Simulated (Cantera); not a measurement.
An isothermal, constant-pressure homogeneous reactor starts with 0.874 % CO, 1.34 % O2, 1.73 % H2O, 96.1 % N2, at 875 K and 0.138 atm.

Detailed kinetics in Cantera: GRI-Mech 3.0 (53 species, 325 reactions).

Question: Predict: x(CO) at 3.00 s; x(O2) at 3.00 s; x(H2O) at 3.00 s; x(O) at 3.00 s; x(H2O2) at 3.00 s; x(N2O) at 3.00 s.

Answer: 
```json
{
  "x(CO) at 3.00 s": "0.000763 (gas-phase equilibrium <1e-12)",
  "x(O2) at 3.00 s": "0.00950 (gas-phase equilibrium 0.00912)",
  "x(H2O) at 3.00 s": "0.0173 (gas-phase equilibrium 0.0174)",
  "x(O) at 3.00 s": "2.92e-6 (gas-phase equilibrium <1e-12)",
  "x(H2O2) at 3.00 s": "6.16e-8 (gas-phase equilibrium <1e-12)",
  "x(N2O) at 3.00 s": "2.73e-8 (gas-phase equilibrium 5.96e-11)"
}
```
